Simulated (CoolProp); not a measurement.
A single-stage vapour-compression cycle with R11: evaporating at 255.15 K (dew point), condensing at 313.15 K (bubble point), superheat 5 K, subcooling 5 K, compressor efficiency 0.65, no pressure losses. Each further row changes one setting.

Model: reference Helmholtz-energy equation of state, Jacobsen 1992, in CoolProp.

```
case                              cooling COP  pressure ratio  discharge temperature (K)  refrigerating effect (kJ/kg)  volumetric capacity (kJ/m³)
--------------------------------  -----------  --------------  -------------------------  ----------------------------  ---------------------------
as stated                                   ?            10.0                      368.9                           153                          171
evaporating temperature 260.15 K            ?            7.83                      362.8                           155                          218
condensing temperature 308.15 K             ?            8.54                      360.9                           157                          176
subcooling 10 K                          2.53            10.0                      368.9                           157                          176
superheat 15 K                              ?            10.0                      381.4                           158                          170
compressor efficiency 0.55               2.08            10.0                      386.6                           153                          171
```

Task: Some entries are withheld; supply them.

Result: 
- as stated, cooling COP: 2.46
- evaporating temperature 260.15 K, cooling COP: 2.79
- condensing temperature 308.15 K, cooling COP: 2.74
- superheat 15 K, cooling COP: 2.45
